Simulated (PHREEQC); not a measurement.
## Alkaline etch or developer: speciation

Solution (25 °C and 300 atm): 0.00098 mol/kgw TMAH, 0.012 mol/kgw CO2 and 0.23 mol/kgw K2CO3. Closed to the air; pH follows from the charge balance.

Computed with PHREEQC (ion-association model, phreeqc.dat).

Precipitation was switched off in this run.

### Question
What pH, ionic strength, activity of water does the model give?

### Answer
pH 10.64; ionic strength 0.679 mol/kgw; activity of water 0.988.

### Question
In which forms is C present?

### Answer
CO3-2 90 %, HCO3- 9.9 % of the C.

Complexes and solids missing from the database can't appear. Under pressure, the constants of complexes without a molar volume in the database are unreliable. (CH3)4N+ isn't in the database: it is added as a free cation with an ion size of 4 Å.
